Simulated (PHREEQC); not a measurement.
Synthetic water in mg/L, 25 °C, pH 3.05, pe 10.5: Na 12.1; K 0.635; Ca 91.1; Mg 6.3; Cl 66.5; S(6) as SO4 278; Sr 2.05; Zn 0.708.

Valence states are taken as typed.

Model: ion-association model, phreeqc.dat, run in PHREEQC.

```json
[
 {"quantity": "ionic strength (mol/kgw)", "before": "0.0108", "after": "0.0101"},
 {"quantity": "SO4-2 (mol/kgw)", "before": "0.00234", "after": "0.00202"},
 {"quantity": "Mg+2 (mol/kgw)", "before": "0.000209", "after": "0.000168"},
 {"quantity": "HSO4- (mol/kgw)", "before": "0.000148", "after": "0.000389"},
 {"quantity": "MgSO4 (mol/kgw)", "before": "5.02e-5", "after": "9.09e-5"},
 {"quantity": "NaSO4- (mol/kgw)", "before": "4.02e-6", "after": "4.34e-6"},
 {"quantity": "SI of Gypsum (CaSO4:2H2O)", "before": "-1.13", "after": "-1.11"},
 {"quantity": "SI of Halite (NaCl)", "before": "-7.67", "after": "-7.71"}
]
```

Question: Name the change that produced these shifts.
(A) temperature from 25 to 70 °C at the same typed pH
(B) K from 0.635 to 1.27 mg/L
(C) Na from 12.1 to 6.05 mg/L

Answer: A, temperature from 25 to 70 °C at the same typed pH

No solid was allowed to form. At this temperature some constants are extrapolated from 25 °C, and those without enthalpy data are left unchanged.
